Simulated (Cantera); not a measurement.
What does this Cantera script print?

```python
import numpy as np
import cantera as ct

gas_names = [...]  # 110 gases of nasa_gas.yaml made of C, H, O
cond_names = """
    C(gr) C6H6(L) C7H8(L) C8H18(L),n-octa H2O(s) H2O(L)
""".split()


# ... load() reads the species with a 1 bar reference pressure and builds the phases ...
atoms = {
    'CO': {'C': 1, 'O': 1},
    'CO2': {'C': 1, 'O': 2},
    'H2': {'H': 2},
}
top_T = {'C(gr)': 4500}  # K; cautious upper limits of use, not melting points


# ... equilibrate(T, P, feed) seeds the gas with the atoms and calls Mixture.equilibrate('TP', solver="vcs", rtol=1e-11, max_steps=5000) ...
results = []
T = 2250  # K
P = 1000  # Pa
for m in [0.047, 0.26, 0.48, 0.69, 0.9, 1.1, 1.3]:
    feed = {'CO': 1, 'CO2': m, 'H2': 9.7}  # mol
    mix = equilibrate(T, P, feed)
    results.append((T, P, feed, dict(zip(mix.species_names, mix.species_moles))))
    x = sorted(zip(gas.X, gas.species_names), reverse=True)
    print(f"T = {T:g} K  P = {P:g} Pa  n(CO2) = {m:g} mol  gas = {mix.phase_moles(0):.4g} mol")
    print("   x: " + "  ".join(f"{s} {v:.3e}" for v, s in x if v > 1e-05))
    print("   condensed (mol): " + ("  ".join(f"{mix.phase(i).name} {mix.phase_moles(i):.4g}"
          for i in range(1, mix.n_phases) if mix.phase_moles(i) > 1e-12) or "none"))
```

It prints:

```
T = 2250 K  P = 1000 Pa  n(CO2) = 0.047 mol  gas = 11.12 mol
   x: H2 8.339e-01  CO 9.403e-02  H 6.782e-02  H2O 4.088e-03  CO2 8.464e-05  OH 4.994e-05
   condensed (mol): none
T = 2250 K  P = 1000 Pa  n(CO2) = 0.26 mol  gas = 11.34 mol
   x: H2 8.001e-01  CO 1.106e-01  H 6.643e-02  H2O 2.208e-02  CO2 5.603e-04  OH 2.754e-04  O 1.577e-05
   condensed (mol): none
T = 2250 K  P = 1000 Pa  n(CO2) = 0.48 mol  gas = 11.56 mol
   x: H2 7.666e-01  CO 1.268e-01  H 6.502e-02  H2O 3.978e-02  CO2 1.209e-03  OH 5.069e-04  O 2.965e-05
   condensed (mol): none
T = 2250 K  P = 1000 Pa  n(CO2) = 0.69 mol  gas = 11.77 mol
   x: H2 7.360e-01  CO 1.416e-01  H 6.372e-02  H2O 5.588e-02  CO2 1.974e-03  OH 7.267e-04  O 4.338e-05
   condensed (mol): none
T = 2250 K  P = 1000 Pa  n(CO2) = 0.9 mol  gas = 11.98 mol
   x: H2 7.067e-01  CO 1.557e-01  H2O 7.123e-02  H 6.243e-02  CO2 2.882e-03  OH 9.454e-04  O 5.759e-05
   condensed (mol): none
T = 2250 K  P = 1000 Pa  n(CO2) = 1.1 mol  gas = 12.18 mol
   x: H2 6.799e-01  CO 1.685e-01  H2O 8.520e-02  H 6.124e-02  CO2 3.878e-03  OH 1.153e-03  O 7.159e-05
   condensed (mol): none
T = 2250 K  P = 1000 Pa  n(CO2) = 1.3 mol  gas = 12.38 mol
   x: H2 6.542e-01  CO 1.808e-01  H2O 9.854e-02  H 6.007e-02  CO2 5.000e-03  OH 1.359e-03  O 8.607e-05
   condensed (mol): none
```

Cantera equilibrium calculation (NASA polynomials, part measured and part estimated; ideal gas, pure solids and liquids).
